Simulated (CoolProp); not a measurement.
R123 along the isobar 3830 kPa: Z from the reference equation and from simpler models built on Tc = 183.7 °C, pc = 3662 kPa, ω = 0.282; each cubic takes its own stable root.

Model: reference Helmholtz-energy equation of state, Younglove 1994, in CoolProp. It is a modified Benedict-Webb-Rubin equation, recast in Helmholtz form.

| T (°C) | phase | reference | Redlich-Kwong | Soave-Redlich-Kwong | Peng-Robinson |
|---|---|---|---|---|---|
| -30.55 | liquid | 0.1810 | 0.2048 | 0.1998 | 0.1776 |
| -7.15 | liquid | 0.1707 | 0.1931 | 0.1876 | 0.1666 |
| 16.25 | liquid | 0.1627 | 0.1844 | 0.1784 | 0.1581 |
| 39.65 | liquid | 0.1566 | 0.1781 | 0.1716 | 0.1520 |
| 63.05 | liquid | 0.1522 | 0.1742 | 0.1672 | 0.1479 |
| 86.45 | liquid | 0.1495 | 0.1727 | 0.1653 | 0.1461 |
| 109.85 | liquid | 0.1486 | 0.1742 | 0.1664 | 0.1471 |
| 133.25 | liquid | 0.1504 | 0.1799 | 0.1719 | 0.1522 |
| 156.65 | liquid | 0.1572 | 0.1937 | 0.1860 | 0.1653 |
| 180.05 | liquid | 0.1838 | 0.2379 | 0.2338 | 0.2110 |
| 203.45 | supercritical | 0.5730 | 0.5643 | 0.5882 | 0.5590 |
| 226.85 | supercritical | 0.6826 | 0.6652 | 0.6948 | 0.6659 |
